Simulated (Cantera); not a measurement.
Carbon deposition, reforming and gasification: C2H2 + CO2

Charge: 1 mol C2H2, 5.5 mol CO2, held at 56000 Pa.

Method: chemical equilibrium by Gibbs-energy minimisation in Cantera with the NASA 1993 tables (ideal gas, pure condensed phases). Candidate condensed phases: C, C6H6, C7H8, C8H18, H2O; 110 gas species. Kinetics and transport are ignored.

```csv
T (°C),log p CO2,log p CO,log p H2O,log p H2,log p H,log p CH4,log p OH,log p O2,n C(graphite)
350,-0.33,-2.77,-1.09,-2.20,<-12,-2.68,<-12,<-12,2.41
550,-0.41,-1.05,-1.36,-1.44,-11.85,-2.90,<-12,<-12,1.70
750,-0.68,-0.54,-1.63,-1.37,-9.07,-4.72,-11.91,<-12,0
950,-0.70,-0.53,-1.49,-1.48,-7.26,-7.05,-9.32,<-12,0
1150,-0.72,-0.52,-1.41,-1.57,-5.96,-8.74,-7.47,-12.07,0
1350,-0.73,-0.51,-1.37,-1.64,-4.98,-10.03,-6.08,-9.57,0
1550,-0.73,-0.51,-1.34,-1.70,-4.22,-11.03,-5.01,-7.62,0
1750,-0.74,-0.51,-1.32,-1.75,-3.60,-11.82,-4.14,-6.06,0
1950,-0.74,-0.50,-1.31,-1.80,-3.09,<-12,-3.44,-4.78,0
2150,-0.75,-0.50,-1.31,-1.84,-2.67,<-12,-2.86,-3.72,0
```
log p: log10 of the partial pressure in bar; n: condensed amount in mol.

From 350 °C to 550 °C the condensed part is C(graphite). From 750 °C to 2150 °C nothing is condensed. The main C-bearing gas is CO2 at 350 °C and CO at 2150 °C.
